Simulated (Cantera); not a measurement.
An isothermal, constant-pressure homogeneous reactor starts with 9.09 % C3H8, 90.9 % H2, at 1525 K and 0.00380 bar.

Computed with Cantera and GRI-Mech 3.0 (53 species, 325 reactions). GRI-Mech 3.0 was tuned for natural gas; its chemistry of propane as a main component is partial and can be far from experiment. GRI-Mech 3.0 stops at C3 and has no aromatics, soot or wall deposition, so with more carbon than oxygen in the feed, carbon stays in small species such as C2H2 where larger ones or solid carbon would form. Radical loss at walls, strong at low pressure, is not modelled.

x: mole fraction; the columns are a selection and need not sum to one.

```json
[
 {"t (s)": "0.000300", "x C3H8": "0.0818", "x H2": "0.901", "x CH2": "1.52e-6", "x C2H": "8.68e-12", "x C2H4": "0.00579", "x H": "0.000606", "x CH4": "0.00304"},
 {"t (s)": "0.000842", "x C3H8": "0.0528", "x H2": "0.874", "x CH2": "8.08e-6", "x C2H": "1.47e-9", "x C2H4": "0.0289", "x H": "0.00175", "x CH4": "0.0241"},
 {"t (s)": "0.00236", "x C3H8": "0.00271", "x H2": "0.828", "x CH2": "1.03e-5", "x C2H": "1.20e-7", "x C2H4": "0.0616", "x H": "0.00428", "x CH4": "0.0788"},
 {"t (s)": "0.00662", "x C3H8": "4.55e-6", "x H2": "0.831", "x CH2": "2.50e-6", "x C2H": "1.36e-7", "x C2H4": "0.0437", "x H": "0.00164", "x CH4": "0.0881"},
 {"t (s)": "0.0186", "x C3H8": "2.62e-8", "x H2": "0.835", "x CH2": "5.97e-7", "x C2H": "7.67e-8", "x C2H4": "0.0301", "x H": "0.000652", "x CH4": "0.0883"},
 {"t (s)": "0.0521", "x C3H8": "?", "x H2": "0.837", "x CH2": "?", "x C2H": "?", "x C2H4": "?", "x H": "?", "x CH4": "0.0875"},
 {"t (s)": "0.146", "x C3H8": "8.66e-10", "x H2": "0.839", "x CH2": "5.47e-8", "x C2H": "2.88e-8", "x C2H4": "0.00983", "x H": "0.000172", "x CH4": "0.0865"},
 {"t (s)": "0.410", "x C3H8": "4.80e-10", "x H2": "0.840", "x CH2": "3.99e-8", "x C2H": "2.72e-8", "x C2H4": "0.00266", "x H": "0.000147", "x CH4": "0.0853"},
 {"t (s)": "1.15", "x C3H8": "8.85e-10", "x H2": "0.842", "x CH2": "6.66e-8", "x C2H": "3.79e-8", "x C2H4": "0.000348", "x H": "0.000197", "x CH4": "0.0826"},
 {"t (s)": "3.23", "x C3H8": "8.00e-10", "x H2": "0.847", "x CH2": "7.09e-8", "x C2H": "4.31e-8", "x C2H4": "0.000301", "x H": "0.000215", "x CH4": "0.0744"},
 {"t (s)": "9.06", "x C3H8": "4.19e-10", "x H2": "0.858", "x CH2": "6.29e-8", "x C2H": "5.00e-8", "x C2H4": "0.000215", "x H": "0.000232", "x CH4": "0.0570"},
 {"t (s)": "25.4", "x C3H8": "1.02e-10", "x H2": "0.873", "x CH2": "?", "x C2H": "?", "x C2H4": "?", "x H": "?", "x CH4": "?"},
 {"t (s)": "71.3", "x C3H8": "8.41e-12", "x H2": "0.885", "x CH2": "2.70e-8", "x C2H": "8.27e-8", "x C2H4": "8.55e-5", "x H": "0.000327", "x CH4": "0.0120"},
 {"t (s)": "200", "x C3H8": "<1e-12", "x H2": "0.890", "x CH2": "1.04e-8", "x C2H": "9.31e-8", "x C2H4": "7.98e-5", "x H": "0.000358", "x CH4": "0.00377"}
]
```

Task: Some entries are withheld; supply them.

Result: 
- 0.0521, x C3H8: 3.98e-9
- 0.0521, x CH2: 1.57e-7
- 0.0521, x C2H: 4.39e-8
- 0.0521, x C2H4: 0.0192
- 0.0521, x H: 0.000303
- 25.4, x CH2: 4.79e-8
- 25.4, x C2H: 6.39e-8
- 25.4, x C2H4: 0.000125
- 25.4, x H: 0.000270
- 25.4, x CH4: 0.0320
